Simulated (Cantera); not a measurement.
What does this Cantera script print?

```python
import numpy as np
import cantera as ct

gas = ct.Solution("gri30.yaml")
gas.TPX = 1475, 100000, {'CH4': 1, 'O2': 2.3, 'N2': 8.64}
reactor = ct.IdealGasConstPressureReactor(gas, energy="on", clone=False)
net = ct.ReactorNet([reactor])
net.rtol, net.atol = 1e-08, 1e-16
show = ['CH4', 'O2', 'H', 'C2H4', 'NO', 'HCO', 'CH2CO']
times = np.geomspace(3e-06, 4, 14)

steps = ct.SolutionArray(gas, extra=["t"])
rows = []
print(f"{'t/s':>10s}{'T/K':>9s}{'P/Pa':>11s}" + "".join(f"{s:>11s}" for s in show))
for t in times:
    while net.time < t:
        t_next = net.step()
        steps.append(gas.state, t=t_next)
    rows.append([np.interp(t, steps.t, y) for y in (steps.T, steps.P, *steps(*show).X.T)])
    print(f"{t:10.3e}{rows[-1][0]:9.1f}{rows[-1][1]:11.4g}" + "".join(f"{x:11.3e}" for x in rows[-1][2:]))
rate = np.gradient(steps.T, steps.t)
print("integrator steps:", len(steps.t))
if steps.T.max() > steps.T[0] + 200:
    print(f"time of steepest temperature rise: {steps.t[rate.argmax()]:.4e} s")
gas.TPX = 1475, 100000, {'CH4': 1, 'O2': 2.3, 'N2': 8.64}
gas.equilibrate("HP")
print(f"equilibrium (HP): T = {gas.T:.1f} K  " + "  ".join(f"{s} {gas[s].X[0]:.3e}" for s in show))
```

Output:

```
       t/s      T/K       P/Pa        CH4         O2          H       C2H4         NO        HCO      CH2CO
 3.000e-06   1475.0      1e+05  8.375e-02  1.926e-01  6.175e-09  7.511e-14  4.465e-17  1.550e-14  7.181e-21
 8.877e-06   1475.0      1e+05  8.375e-02  1.926e-01  6.670e-09  3.940e-12  2.022e-16  1.584e-13  2.207e-18
 2.627e-05   1475.0      1e+05  8.375e-02  1.926e-01  8.357e-09  1.559e-10  8.784e-16  1.658e-12  5.640e-16
 7.773e-05   1475.0      1e+05  8.374e-02  1.926e-01  1.586e-08  6.878e-09  5.303e-15  2.234e-11  2.131e-13
 2.300e-04   1475.0      1e+05  8.366e-02  1.926e-01  6.483e-08  4.930e-07  5.707e-14  5.828e-10  1.888e-10
 6.806e-04   1478.7      1e+05  8.256e-02  1.919e-01  5.473e-07  3.612e-05  9.778e-13  2.530e-08  2.207e-07
 2.014e-03   2689.9      1e+05  2.910e-16  3.572e-02  5.850e-03  9.033e-25  1.873e-03  1.733e-08  3.563e-18
 5.959e-03   2684.0      1e+05  3.158e-16  3.235e-02  5.568e-03  9.714e-25  9.587e-03  1.680e-08  3.644e-18
 1.763e-02   2681.8      1e+05  3.207e-16  3.162e-02  5.526e-03  9.870e-25  1.132e-02  1.674e-08  3.659e-18
 5.218e-02   2681.8      1e+05  3.207e-16  3.162e-02  5.526e-03  9.871e-25  1.133e-02  1.674e-08  3.659e-18
 1.544e-01   2681.8      1e+05  3.207e-16  3.162e-02  5.526e-03  9.871e-25  1.133e-02  1.674e-08  3.659e-18
 4.568e-01   2681.8      1e+05  3.207e-16  3.162e-02  5.526e-03  9.871e-25  1.133e-02  1.674e-08  3.659e-18
 1.352e+00   2681.8      1e+05  3.207e-16  3.162e-02  5.526e-03  9.871e-25  1.133e-02  1.674e-08  3.659e-18
 4.000e+00   2681.8      1e+05  3.207e-16  3.162e-02  5.526e-03  9.871e-25  1.133e-02  1.674e-08  3.659e-18
integrator steps: 1942
time of steepest temperature rise: 1.4388e-03 s
equilibrium (HP): T = 2681.8 K  CH4 4.340e-16  O2 3.162e-02  H 5.526e-03  C2H4 1.110e-24  NO 1.133e-02  HCO 1.674e-08  CH2CO 4.058e-18
```

Detailed kinetics in Cantera: GRI-Mech 3.0 (53 species, 325 reactions).
